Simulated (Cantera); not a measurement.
Input (Python, Cantera):

```python
import numpy as np
import cantera as ct

gas = ct.Solution("gri30.yaml")
gas.TPX = 1173, 74000, {'CH4': 0.017, 'O2': 0.008, 'N2': 1}
reactor = ct.IdealGasConstPressureReactor(gas, energy="off", clone=False)
net = ct.ReactorNet([reactor])
net.rtol, net.atol = 1e-08, 1e-18
show = ['CH4', 'O2', 'CO', 'OH', 'C2H']
times = np.geomspace(0.0006, 200, 10)

steps = ct.SolutionArray(gas, extra=["t"])
rows = []
print(f"{'t/s':>10s}{'T/K':>9s}{'P/Pa':>11s}" + "".join(f"{s:>11s}" for s in show))
for t in times:
    while net.time < t:
        t_next = net.step()
        steps.append(gas.state, t=t_next)
    rows.append([np.interp(t, steps.t, y) for y in (steps.T, steps.P, *steps(*show).X.T)])
    print(f"{t:10.3e}{rows[-1][0]:9.1f}{rows[-1][1]:11.4g}" + "".join(f"{x:11.3e}" for x in rows[-1][2:]))
rate = np.gradient(steps.T, steps.t)
print("integrator steps:", len(steps.t))
if steps.T.max() > steps.T[0] + 200:
    print(f"time of steepest temperature rise: {steps.t[rate.argmax()]:.4e} s")
gas.TPX = 1173, 74000, {'CH4': 0.017, 'O2': 0.008, 'N2': 1}
gas.equilibrate("TP")
print(f"equilibrium (TP): T = {gas.T:.1f} K  " + "  ".join(f"{s} {gas[s].X[0]:.3e}" for s in show))
```

Output:

```
       t/s      T/K       P/Pa        CH4         O2         CO         OH        C2H
 6.000e-04   1173.0    7.4e+04  1.659e-02  7.805e-03  9.713e-16  1.047e-12  1.118e-33
 2.465e-03   1173.0    7.4e+04  1.659e-02  7.805e-03  7.051e-14  4.033e-12  1.435e-30
 1.013e-02   1173.0    7.4e+04  1.659e-02  7.805e-03  7.485e-12  1.615e-11  2.884e-27
 4.160e-02   1173.0    7.4e+04  1.658e-02  7.805e-03  1.238e-09  4.621e-11  5.889e-24
 1.709e-01   1173.0    7.4e+04  1.658e-02  7.803e-03  7.376e-08  6.278e-11  1.041e-21
 7.021e-01   1173.0    7.4e+04  1.656e-02  7.793e-03  1.973e-06  9.987e-11  7.791e-20
 2.884e+00   1173.0    7.4e+04  1.640e-02  7.695e-03  5.461e-05  2.958e-10  2.885e-17
 1.185e+01   1173.0    7.4e+04  1.372e-02  5.850e-03  1.308e-03  2.256e-09  1.038e-13
 4.868e+01   1173.0    7.4e+04  7.796e-03  5.289e-05  6.053e-03  1.205e-10  2.453e-13
 2.000e+02   1173.0    7.4e+04  7.688e-03  1.404e-06  5.997e-03  4.940e-11  1.175e-13
integrator steps: 1657
equilibrium (TP): T = 1173.0 K  CH4 4.611e-04  O2 9.890e-27  CO 1.524e-02  OH 1.996e-15  C2H 2.290e-16
```

Computed with Cantera and GRI-Mech 3.0 (53 species, 325 reactions).
